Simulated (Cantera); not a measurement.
Input: 1 mol H2S, 0.064 mol O2, 2.3 mol H2, equilibrated at 13.3 mbar.

These are equilibrium values from Cantera (NASA tables, ideal gas, pure condensed phases), not measurements of a reactor. Candidate condensed phases: H2O, H2SO4, S; 19 gas species. Kinetics and transport are ignored.

Question: At 2623 K, list the 7 most abundant gas species with their mole fractions, and the condensed phases.

Answer: H2 0.537, H 0.267, S 0.110, S2 0.0313, SH 0.0265, H2O 0.0135, SO 0.0110. Condensed: gas only.
